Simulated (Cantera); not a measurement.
Feed: 1 mol SiHCl₃, 0.018 mol HCl, 52 mol N₂, equilibrated at 1498.15 K and 101000 Pa.

Equilibrium computed with Cantera from the NASA thermochemical tables; the gas is ideal and each condensed phase is pure. Candidate condensed phases: NH₄Cl, Si, Si₃N₄; 28 gas species. N₂ is the only nitrogen source here; it is nearly inert below about 1500 K, so the nitride shown seldom forms there in practice. The tables' values for SiCl₃ are old estimates; treat these amounts as uncertain. The numbers say what is thermodynamically allowed, not how fast it happens.

Problem. What is the equilibrium state?

Solution. 
| Item | Result |
|---|---|
| x(N₂) | 0.971 |
| x(HCl) | 0.0171 |
| x(SiCl₄) | 0.00789 |
| x(SiCl₃) | 0.00177 |
| x(SiCl₂) | 0.00126 |
| x(H₂) | 0.000965 |
| x(SiHCl₃) | 4.57e-5 |
| x(Cl) | 7.61e-6 |
| n(Si₃N₄(s)) | 0.139 mol |
| gas amount | 53.27 mol |
| log10 activity of Si(s) (absent) | -2.89 |
